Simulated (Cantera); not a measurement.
Source: NASA polynomial tables (part measured, part estimated), evaluated in Cantera. Values are per mole of reaction as written; species without (g) are pure solids or liquids, kept so even where they would boil at 1 bar.

2 CsCl + 2 HF(g) = 2 Cs(g) + F2(g) + 2 HCl(g), with ΔH° = 1399.1 kJ and ΔS° = 377.7 J/K at 300 K.

How far is the shortcut ΔG° ≈ ΔH°(300 K) − T·ΔS°(300 K) from the full temperature-dependent value at 723, 873, 1023, 1173, 1323, 1473 K?


```
T (K)  shortcut (kJ)  full (kJ)  difference (kJ)  difference in log10 K  condensed phases
-----  -------------  ---------  ---------------  ---------------------  ----------------
723           1126.1     1133.6             -7.6                   0.55           CsCl(s)
873           1069.4     1083.9            -14.5                   0.87           CsCl(s)
1023          1012.8     1039.4            -26.6                   1.36           CsCl(l)
1173           956.1      998.0            -41.9                   1.87           CsCl(l)
1323           899.5      958.0            -58.6                   2.31           CsCl(l)
1473           842.8      919.3            -76.5                   2.71           CsCl(l)
```
The shortcut ignores heat capacities and the phase changes listed.
